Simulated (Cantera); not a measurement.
**Hydrocarbon pyrolysis for carbon deposition**

An isothermal, constant-pressure homogeneous reactor starts with 24.7 % C₂H₆, 75.3 % N₂, at 1125 K and 29.3 Torr.

Detailed kinetics in Cantera: GRI-Mech 3.0 (53 species, 325 reactions). GRI-Mech 3.0 stops at C3 and has no aromatics, soot or wall deposition, so with more carbon than oxygen in the feed, carbon stays in small species such as C2H2 where larger ones or solid carbon would form. Radical loss at walls, strong at low pressure, is not modelled.

```tsv
t (s)	x C₂H₆	x CH₂	x CH₃	x C₂H₄	x CH₄
2.00e-6	0.247	<1e-12	3.06e-8	<1e-12	3.67e-11
1.14e-5	0.247	<1e-12	1.73e-7	2.02e-11	1.18e-9
6.45e-5	0.247	<1e-12	9.50e-7	3.48e-9	3.73e-8
0.000367	0.247	1.39e-12	4.53e-6	5.76e-7	1.07e-6
0.00208	0.246	2.08e-11	1.19e-5	6.78e-5	2.02e-5
0.0118	0.243	2.23e-10	3.31e-5	0.00279	0.000284
0.0672	0.210	3.16e-10	3.89e-5	0.0272	0.00302
0.382	0.0860	2.14e-10	2.60e-5	0.117	0.0165
2.17	0.00198	1.26e-11	4.10e-6	0.155	0.0294
12.3	0.000388	2.61e-12	1.84e-6	0.123	0.0298
70.0	0.000227	2.02e-12	1.68e-6	0.0609	0.0317
```
x: mole fraction; the columns are a selection and need not sum to one.

Equilibrium at this temperature and pressure: C₂H₆ 4.94e-5, CH₂ <1e-12, CH₃ 1.36e-6, C₂H₄ 0.0196, CH₄ 0.131 (gas phase only).
